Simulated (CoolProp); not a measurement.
Vapour-liquid equilibrium of R125 (1) + R245fa (2) at 0.258 MPa; x and y are mole fractions of (1).

Values from CoolProp's multi-fluid Helmholtz-energy mixture model, Lemmon 2005 and Akasaka 2015; pair parameters Bell 2016.

| x | bubble temperature, mixture model (°C) | bubble temperature, Raoult's law (°C) | y, mixture model | y, Raoult's law |
|---|---|---|---|---|
| 0.05 | 31.3 | 31.3 | 0.296 | 0.314 |
| 0.125 | 19.6 | 20.0 | 0.565 | 0.583 |
| 0.2 | 10.7 | 11.3 | ? | 0.731 |
| 0.275 | 3.8 | 4.4 | ? | 0.818 |
| 0.35 | -1.8 | -1.3 | 0.859 | 0.873 |
| 0.425 | -6.3 | -6.0 | 0.897 | 0.910 |
| 0.5 | -10.2 | -10.0 | 0.924 | 0.936 |
| 0.575 | -13.5 | -13.4 | 0.944 | 0.954 |
| 0.65 | -16.4 | -16.5 | ? | 0.968 |
| 0.725 | ? | -19.2 | ? | 0.978 |
| 0.8 | -21.4 | -21.6 | 0.981 | 0.986 |
| 0.875 | -23.6 | -23.7 | ? | 0.992 |
| 0.95 | -25.6 | -25.7 | 0.996 | 0.997 |

Fill in the missing entries.


- 0.2, y, mixture model: 0.714
- 0.275, y, mixture model: 0.803
- 0.65, y, mixture model: 0.959
- 0.725, bubble temperature, mixture model (°C): -19.0
- 0.725, y, mixture model: 0.971
- 0.875, y, mixture model: 0.989

The largest gap from Raoult's law is -0.6 K in bubble temperature, at x = 0.275. No azeotrope shows between x = 0.05 and 0.95.

Pair parameters are fitted to limited data, so mixtures are less certain than the pure fluids. The gap from Raoult's law changes sign with composition, which may be real or a fault of the pair parameters; it wasn't checked against measurements.
